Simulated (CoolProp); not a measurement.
Model: reference Helmholtz-energy equation of state, Lemmon 2003, in CoolProp. It is a pseudo-pure fit of the blend.

### Question
For R407C, give the phase and the cv (kJ/(kg K)), speed of sound (m/s), Joule-Thomson coefficient (K/MPa), Prandtl number at 334 K and 1.01 bar.

### Answer
- 334 K and 1.01 bar: gas; cv 0.787, speed of sound 189, Joule-Thomson coefficient 13.8, Prandtl number 0.768

Viscosity comes from a separate model (Geller 2000). Thermal conductivity comes from a separate model (Geller 2001).
